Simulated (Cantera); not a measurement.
**Aluminium nitride and oxide growth: AlCl₃ + N₂ + H₂**

Feed: 1 mol AlCl₃, 63 mol N₂, 600 mol H₂, at 0.100 bar.

These are equilibrium values from Cantera (NASA tables, ideal gas, pure condensed phases), not measurements of a reactor. Candidate condensed phases: Al, AlCl₃, AlN, NH₄Cl; 20 gas species. The tables' values for AlCl₂ are old estimates; treat these amounts as uncertain. The numbers say what is thermodynamically allowed, not how fast it happens.

| T (K) | x H₂ | x N₂ | x HCl | x H | x AlCl | x AlCl₂ | x Al | n AlN(s) |
|---|---|---|---|---|---|---|---|---|
| 1373 | 0.901 | 0.0941 | 0.00449 | 1.00e-5 | 7.72e-6 | 1.84e-6 | 5.62e-11 | 0.990 |
| 1423 | 0.901 | 0.0941 | 0.00447 | 1.99e-5 | 2.25e-5 | 3.56e-6 | 4.01e-10 | 0.979 |
| 1473 | 0.901 | 0.0942 | 0.00443 | 3.80e-5 | 6.07e-5 | 6.49e-6 | 2.50e-9 | 0.951 |
| 1523 | 0.901 | 0.0942 | 0.00433 | 6.94e-5 | 0.000151 | 1.11e-5 | 1.38e-8 | 0.888 |
| 1573 | 0.901 | 0.0943 | 0.00412 | 0.000122 | 0.000344 | 1.72e-5 | 6.80e-8 | 0.756 |
| 1623 | 0.901 | 0.0944 | 0.00375 | 0.000207 | 0.000708 | 2.36e-5 | 3.04e-7 | 0.511 |
| 1673 | 0.901 | 0.0946 | 0.00316 | 0.000342 | 0.00129 | 2.70e-5 | 1.24e-6 | 0.124 |
| 1723 | 0.900 | 0.0947 | 0.00298 | 0.000547 | 0.00148 | 2.22e-5 | 2.75e-6 | 0 |
| 1773 | 0.900 | 0.0947 | 0.00299 | 0.000853 | 0.00148 | 1.72e-5 | 4.86e-6 | 0 |
| 1823 | 0.900 | 0.0947 | 0.00300 | 0.00130 | 0.00148 | 1.35e-5 | 8.30e-6 | 0 |
| 1873 | 0.899 | 0.0946 | 0.00300 | 0.00194 | 0.00148 | 1.07e-5 | 1.37e-5 | 0 |
| 1923 | 0.898 | 0.0946 | 0.00301 | 0.00282 | 0.00147 | 8.57e-6 | 2.21e-5 | 0 |
x: gas mole fraction; n: condensed amount in mol.

From 1373 K to 1673 K the condensed part is AlN(s). From 1723 K to 1923 K nothing is condensed. The main Al-bearing gas is AlCl throughout.
